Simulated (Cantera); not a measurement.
What does this Cantera script print?

```python
import numpy as np
import cantera as ct

gas = ct.Solution("gri30.yaml")
gas.TPX = 2925, 2666, {'CH4': 0.014, 'H2': 1, 'CO2': 0.019}
reactor = ct.IdealGasConstPressureReactor(gas, energy="off", clone=False)
net = ct.ReactorNet([reactor])
net.rtol, net.atol = 1e-08, 1e-18
show = ['CH4', 'H2', 'CO2', 'C2H4', 'C2H2', 'CH2O']
times = np.geomspace(0.0002, 30, 15)

steps = ct.SolutionArray(gas, extra=["t"])
rows = []
print(f"{'t/s':>10s}{'T/K':>9s}{'P/Pa':>11s}" + "".join(f"{s:>11s}" for s in show))
for t in times:
    while net.time < t:
        t_next = net.step()
        steps.append(gas.state, t=t_next)
    rows.append([np.interp(t, steps.t, y) for y in (steps.T, steps.P, *steps(*show).X.T)])
    print(f"{t:10.3e}{rows[-1][0]:9.1f}{rows[-1][1]:11.4g}" + "".join(f"{x:11.3e}" for x in rows[-1][2:]))
rate = np.gradient(steps.T, steps.t)
print("integrator steps:", len(steps.t))
if steps.T.max() > steps.T[0] + 200:
    print(f"time of steepest temperature rise: {steps.t[rate.argmax()]:.4e} s")
gas.TPX = 2925, 2666, {'CH4': 0.014, 'H2': 1, 'CO2': 0.019}
gas.equilibrate("TP")
print(f"equilibrium (TP): T = {gas.T:.1f} K  " + "  ".join(f"{s} {gas[s].X[0]:.3e}" for s in show))
```

Output:

```
       t/s      T/K       P/Pa        CH4         H2        CO2       C2H4       C2H2       CH2O
 2.000e-04   2925.0       2666  6.673e-03  9.233e-01  7.714e-03  4.483e-05  7.879e-04  2.112e-06
 4.685e-04   2925.0       2666  2.544e-03  8.987e-01  5.115e-04  1.870e-05  3.290e-03  1.715e-06
 1.098e-03   2925.0       2666  5.952e-04  8.837e-01  4.507e-05  2.719e-06  4.427e-03  6.255e-07
 2.572e-03   2925.0       2666  2.242e-04  8.660e-01  4.071e-05  8.730e-07  3.190e-03  2.946e-07
 6.024e-03   2925.0       2666  6.557e-05  8.372e-01  2.917e-05  1.623e-07  1.107e-03  9.520e-08
 1.411e-02   2925.0       2666  2.242e-06  7.825e-01  1.989e-05  1.498e-09  3.185e-05  6.741e-09
 3.306e-02   2925.0       2666  3.367e-11  6.849e-01  1.858e-05  2.495e-17  1.612e-12  8.094e-10
 7.746e-02   2925.0       2666  3.466e-12  5.608e-01  1.699e-05  9.936e-19  1.800e-13  2.709e-10
 1.815e-01   2925.0       2666  8.154e-13  4.746e-01  1.548e-05  1.382e-19  4.875e-14  1.327e-10
 4.251e-01   2925.0       2666  5.919e-13  4.552e-01  1.508e-05  9.000e-20  3.686e-14  1.130e-10
 9.960e-01   2925.0       2666  5.875e-13  4.547e-01  1.507e-05  8.911e-20  3.662e-14  1.126e-10
 2.333e+00   2925.0       2666  5.875e-13  4.547e-01  1.507e-05  8.911e-20  3.662e-14  1.126e-10
 5.466e+00   2925.0       2666  5.875e-13  4.547e-01  1.507e-05  8.911e-20  3.662e-14  1.126e-10
 1.281e+01   2925.0       2666  5.875e-13  4.547e-01  1.507e-05  8.911e-20  3.662e-14  1.126e-10
 3.000e+01   2925.0       2666  5.875e-13  4.547e-01  1.507e-05  8.911e-20  3.662e-14  1.126e-10
integrator steps: 2036
equilibrium (TP): T = 2925.0 K  CH4 5.931e-13  H2 4.547e-01  CO2 1.507e-05  C2H4 8.968e-20  C2H2 3.686e-14  CH2O 1.126e-10
```

Detailed kinetics in Cantera: GRI-Mech 3.0 (53 species, 325 reactions). Radical loss at walls, strong at low pressure, is not modelled.
